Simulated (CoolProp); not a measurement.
A Linde-Hampson liquefier for dry air: isothermal reversible compression at 230 K from 1 atm to 15 MPa, throttling to 1 atm, return gas leaving the recuperator 0 K below the feed. Each further row changes one setting.

Values from CoolProp's reference Helmholtz-energy equation of state, Lemmon 2000. It is a pseudo-pure fit of the blend.

| case | liquid yield per pass | compression work (kJ/kg of gas) |
|---|---|---|
| as stated | 0.144 | 320 |
| high pressure 30 MPa | 0.203 | 363 |
| warm-end temperature 260 K | 0.101 | 367 |
| warm-end gap 5 K | 0.132 | 320 |
